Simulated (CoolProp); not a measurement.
A closed Brayton cycle with carbon dioxide: compressor inlet 314.15 K and 9.9 MPa, high pressure 20.5 MPa, turbine inlet 995 K, compressor efficiency 0.8, turbine efficiency 0.93, recuperator effectiveness 0.95 (on enthalpy, no pinch check). Each further row changes one setting.

Model: reference Helmholtz-energy equation of state, Span 1996, in CoolProp.

```tsv
case	thermal efficiency (%)	net work (kJ/kg)	compressor to turbine work	compressor exit (K)	turbine exit (K)
as stated	39.4	103	0.16	340.3	892.1
turbine inlet 945 K	38.3	96.8	0.17	340.3	…
compressor inlet 324.15 K	39.5	…	0.24	372.9	892.1
high pressure 17.4 MPa	36.2	82.2	0.15	334.0	914.8
recuperator effectiveness 0.5	…	103	0.16	340.3	892.1
```

Task: Some entries are withheld; supply them.

Result: 
- turbine inlet 945 K, turbine exit (K): 845.7
- compressor inlet 324.15 K, net work (kJ/kg): 93.5
- recuperator effectiveness 0.5, thermal efficiency (%): 18.2
